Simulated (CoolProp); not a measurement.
The numbers come from the reference Helmholtz-energy equation of state, Thol 2017 in CoolProp.

Problem. For decamethyltetrasiloxane (MD2M), give the phase and the density (kg/m³), fugacity coefficient at 107.75 °C and 1.01 bar; 185.65 °C and 1.01 bar; 244.15 °C and 1.01 bar.

Solution. 
- 107.75 °C and 1.01 bar: liquid; density 765, fugacity coefficient 0.0637
- 185.65 °C and 1.01 bar: liquid; density 678, fugacity coefficient 0.761
- 244.15 °C and 1.01 bar: gas; density 7.68, fugacity coefficient 0.952
